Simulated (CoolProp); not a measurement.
1-butene at several states: fugacity coefficient from the reference equation and from simpler models built on Tc = 419.3 K, pc = 4006 kPa, ω = 0.192; each cubic takes its own stable root.

The numbers come from the reference Helmholtz-energy equation of state, Lemmon 2005 in CoolProp. It is a short technical equation, of lower accuracy than the large ones.

```json
[
 {"T (K)": "343.9", "p (kPa)": "24.9", "phase": "gas", "reference": "0.9959", "Redlich-Kwong": "0.9963", "Soave-Redlich-Kwong": "0.9961"},
 {"T (K)": "318.3", "p (kPa)": "8950", "phase": "liquid", "reference": "0.07119", "Redlich-Kwong": "0.09246", "Soave-Redlich-Kwong": "0.07436"},
 {"T (K)": "176.5", "p (kPa)": "4080", "phase": "liquid", "reference": "0.0001007", "Redlich-Kwong": "0.0001818", "Soave-Redlich-Kwong": "0.0001020"},
 {"T (K)": "306.1", "p (kPa)": "6390", "phase": "liquid", "reference": "0.06700", "Redlich-Kwong": "0.08910", "Soave-Redlich-Kwong": "0.06923"}
]
```
